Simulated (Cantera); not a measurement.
Charge: 1 mol Si₂Cl₆, 50 mol H₂, 0.15 mol HCl, held at 823.15 K and 11.0 mbar.

Equilibrium computed with Cantera from the NASA thermochemical tables; the gas is ideal and each condensed phase is pure. Candidate condensed phases: Si; 19 gas species. The feed counts by its element totals alone. The tables' values for SiCl₃ are old estimates; treat these amounts as uncertain. Kinetics and transport are ignored.

### Question
What is the equilibrium state?

### Answer
```
Quantity        Value
----------  ---------
x(H₂)           0.965
x(SiCl₄)       0.0236
x(SiHCl₃)     0.00672
x(HCl)        0.00410
x(SiH₂Cl₂)   0.000161
x(SiCl₃)      7.11e-5
x(SiCl₂)      1.92e-5
n(Si(s))    0.423 mol
gas amount  51.58 mol
```
